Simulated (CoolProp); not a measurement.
Vapour-liquid equilibrium of R143a (1) + isobutane (2) at 0.279 MPa; x and y are mole fractions of (1).

The numbers come from the multi-fluid Helmholtz-energy mixture model, Lemmon and Jacobsen 2000 and Bücker 2006; pair parameters Bell 2016 in CoolProp.

```csv
x,bubble temperature (°C),y at the bubble point,dew temperature at overall composition x (°C),liquid density (mol/L)
0.05,5.2,0.336,15.8,9.942
0.125,-5.6,0.565,13.2,10.27
0.2,-11.4,0.667,10.5,10.50
0.275,-14.7,0.720,7.7,10.70
0.35,-16.8,0.752,4.6,10.89
0.425,-18.2,0.775,1.4,11.08
0.5,-19.2,0.794,-2.2,11.27
0.575,-20.1,0.811,-6.1,11.48
0.65,-20.8,0.829,-10.4,11.70
0.725,-21.5,0.850,-15.1,11.95
0.8,-22.2,0.876,-19.6,12.22
0.875,-22.7,0.910,-22.2,12.52
0.95,-23.2,0.957,-23.1,12.84
```

No azeotrope shows between x = 0.05 and 0.95.

The pair parameters rest on a limited set of measurements; away from them the model extrapolates. With so large a gap from Raoult's law the liquid may split in two, which this calculation doesn't test in full.
